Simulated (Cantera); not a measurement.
Catalytic combustion on Pt

An isothermal plug-flow reactor at 1175 K and 2250 Torr (inlet), inlet velocity 3.6 m/s, active area per volume 330 1/m; feed CH4 : O2 : N2 = 0.0075 : 0.15 : 0.79 (molar parts), equivalence ratio 0.10.

Computed with Cantera and Deutschmann's 1995 Pt surface mechanism with GRI-Mech 3.0 gas chemistry. Catalytic surfaces can have several steady states; this one follows from the mechanism file's or the stated starting coverage. Mass transfer to the wall is taken as infinitely fast.

| z (m) | x CH4 | x O2 | x H2O | x CO2 | x CO | θ free Pt | θ O* |
|---|---|---|---|---|---|---|---|
| 7.3e-05 | 0.00791 | 0.158 | 1.92e-5 | 8.32e-6 | 1.28e-6 | 0.290 | 0.710 |
| 0.00013 | 0.00790 | 0.158 | 3.42e-5 | 1.50e-5 | 2.12e-6 | 0.290 | 0.710 |
| 0.00023 | 0.00789 | 0.158 | 6.05e-5 | 2.69e-5 | 3.32e-6 | 0.290 | 0.710 |
| 0.00041 | 0.00786 | 0.158 | 0.000108 | 4.90e-5 | 4.81e-6 | 0.290 | 0.710 |
| 0.00073 | 0.00782 | 0.158 | 0.000191 | 8.93e-5 | 6.17e-6 | 0.290 | 0.710 |
| 0.0013 | 0.00774 | 0.158 | 0.000339 | 0.000162 | 6.92e-6 | 0.290 | 0.710 |
| 0.0023 | 0.00761 | 0.158 | 0.000596 | 0.000290 | 7.02e-6 | 0.290 | 0.709 |
| 0.0041 | 0.00738 | 0.157 | 0.00105 | 0.000515 | 6.85e-6 | 0.290 | 0.709 |
| 0.0073 | 0.00698 | 0.156 | 0.00183 | 0.000898 | 6.58e-6 | 0.290 | 0.709 |
x: gas mole fraction; θ: surface coverage.
